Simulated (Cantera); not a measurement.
An isothermal, constant-pressure homogeneous reactor starts with CH4 : H2 = 2 : 1.3 (molar parts), at 1725 K and 260 Pa.

Cantera simulation using GRI-Mech 3.0 (53 species, 325 reactions); the numbers are that mechanism's predictions, not measurements. GRI-Mech 3.0 stops at C3 and has no aromatics, soot or wall deposition, so with more carbon than oxygen in the feed, carbon stays in small species such as C2H2 where larger ones or solid carbon would form. Radical loss at walls, strong at low pressure, is not modelled.

x: mole fraction; the columns are a selection and need not sum to one.

```tsv
t (s)	x CH4	x H2	x CH2	x C2H6	x C2H4
0.000600	0.606	0.394	3.37e-10	1.19e-9	7.09e-9
0.00118	0.606	0.394	[?]	[?]	[?]
0.00231	0.606	0.394	6.15e-9	7.13e-8	5.77e-7
0.00454	0.605	0.394	2.41e-8	4.59e-7	4.62e-6
0.00891	0.605	0.394	[?]	[?]	[?]
0.0175	0.602	0.395	3.27e-7	1.21e-5	0.000266
0.0343	0.594	0.399	1.14e-6	5.13e-5	0.00189
0.0674	0.548	0.426	3.64e-6	0.000184	0.0110
0.132	0.372	0.545	5.78e-6	0.000222	0.0185
0.260	0.206	0.664	4.09e-6	7.89e-5	0.00590
0.509	0.111	0.731	2.92e-6	2.56e-5	0.00169
1.00	0.0558	0.770	2.14e-6	7.48e-6	0.000471
```

Question: Some entries are withheld; supply them.

Answer: 
- 0.00118, x CH2: 1.49e-9
- 0.00118, x C2H6: 9.76e-9
- 0.00118, x C2H4: 6.76e-8
- 0.00891, x CH2: 9.06e-8
- 0.00891, x C2H6: 2.55e-6
- 0.00891, x C2H4: 3.57e-5
